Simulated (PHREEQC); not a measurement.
0.048 g of hydrous ferric oxide (600 m²/g; 0.2 weak and 0.005 strong sites per Fe, Dzombak-Morel constants, diffuse double layer) in 1 kg of water with 0.001 mol/kgw of an inert sodium salt and 5.9e-07 mol/kgw CaCl2, 0.0002 mol/kgw NaH2PO4 and 5.8e-06 mol/kgw NaF, at 25 °C; the pH is set by adding NaOH or the inert anion's acid. Oxygen alone is held at its pressure in air (log pO2 = -0.68). No CO2 enters from the air. Precipitation was switched off in this run.

Equilibrium calculation in PHREEQC: ion-association model, wateq4f.dat.

```csv
pH,Ca sorbed (%),P sorbed (%),F sorbed (%),surface charge σ (C/m²),surface potential ψ (mV)
3,0.0,52.6,0.0,0.011,73
3.5,0.0,52.1,0.1,0.007,61
4,0.0,51.0,0.1,0.004,47
4.5,0.0,49.1,0.1,0.003,31
5,0.1,46.4,0.1,0.001,15
5.5,0.4,43.0,0.1,0.000,-1
6,2.0,39.1,0.0,-0.001,-16
6.5,9.6,35.0,0.0,-0.003,-31
7,32.3,30.9,0.0,-0.004,-42
7.5,63.1,26.4,0.0,-0.005,-51
8,83.6,20.8,0.0,-0.006,-58
8.5,92.9,13.9,0.0,-0.007,-65
9,96.8,7.2,0.0,-0.009,-73
9.5,98.6,2.6,0.0,-0.012,-86
10,99.5,0.5,0.0,-0.019,-107
10.5,99.8,0.1,0.0,-0.033,-131
11,99.9,0.0,0.0,-0.059,-153
```

H3PO4, which wateq4f.dat lacks, is added to it with the constant of phreeqc.dat. The oxide is taken as insoluble; below pH 4 it would dissolve.
